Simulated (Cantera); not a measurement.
Charge: 1 mol CH₃Cl, 0.05 mol HCl, held at 2925 K and 4.80 mbar.

Cantera equilibrium calculation (NASA polynomials, part measured and part estimated; ideal gas, pure solids and liquids). Candidate condensed phases: C, C₆H₆, C₇H₈, C₈H₁₈; 91 gas species. The tables' values for CCl are old estimates; treat these amounts as uncertain. The numbers say what is thermodynamically allowed, not how fast it happens.

Base state: H 0.566, Cl 0.230, H₂ 0.0990, HCl 0.0586, C₃ 0.0286, C 0.00508, C₂H₂ (acetylene) 0.00493, C₂H 0.00434 (mole fractions); condensed: C(graphite).

Problem. What changes in the equilibrium state with this change: temperature from 2925 K to 2525 K?

Solution. 
| species | before | after |
|---|---|---|
| H₂ | 0.0990 | 0.342 |
| HCl | 0.0586 | 0.280 |
| H | 0.566 | 0.237 |
| C₃ | 0.0286 | 0.000152 |
| Cl | 0.230 | 0.137 |
| C₅ | 0.000415 | 5.04e-7 |
| C₄ | 7.76e-5 | 1.04e-7 |
| C₂ | 0.00286 | 1.41e-5 |
| C | 0.00508 | 4.87e-5 |
| CH | 5.64e-5 | 2.25e-6 |
| C(graphite), mol | 0.570 | 0.976 |

Problem. What changes in the equilibrium state with this change: CH₃Cl replaced by CH₂F₂?

Solution. 
```
species           before     after
----------------  ------  --------
HF                     0     0.704
H                  0.566     0.121
F                      0     0.101
Cl                 0.230    0.0193
HCl               0.0586   0.00106
H₂                0.0990   0.00453
C₃                0.0286    0.0286
CF                     0   0.00999
CF₂                    0  0.000435
C₂HF                   0   1.98e-5
C(graphite), mol   0.570     0.726
```
